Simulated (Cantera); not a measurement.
Input: 1 mol Cr, 22 mol H₂O, 41 mol H₂, at 1125 K and 7.50 Torr.

Cantera equilibrium calculation (NASA polynomials, part measured and part estimated; ideal gas, pure solids and liquids). Candidate condensed phases: Cr, Cr₂O₃, H₂O; 13 gas species. Equilibrium is a limit: real reactors are often held back by kinetics, nucleation or transport.

What is the equilibrium state?


- x(H₂) = 0.675
- x(H₂O) = 0.325
- n(Cr₂O₃(s)) = 0.500 mol
- gas amount = 63.00 mol
- log10 activity of Cr(s) (absent) = -6.05
